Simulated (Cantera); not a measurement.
Input: 1 mol c-C4F8, 0.19 mol CH4, held at 1175 °C and 100 Torr.

Equilibrium computed with Cantera from the NASA thermochemical tables; the gas is ideal and each condensed phase is pure. Candidate condensed phases: C, C6H6, C7H8, C8H18; 95 gas species. The feed counts by its element totals alone. Gases not in the tables: C2F6 and larger saturated fluorocarbons. Equilibrium is a limit: real reactors are often held back by kinetics, nucleation or transport.

What is the equilibrium state?

x(CF4): 0.704
x(HF): 0.296
x(CF2): 4.39e-5
x(CF3): 2.08e-5
x(CHF3): 3.52e-6
x(F): 3.29e-6
n(C(graphite)): 2.38 mol
gas amount: 2.570 mol
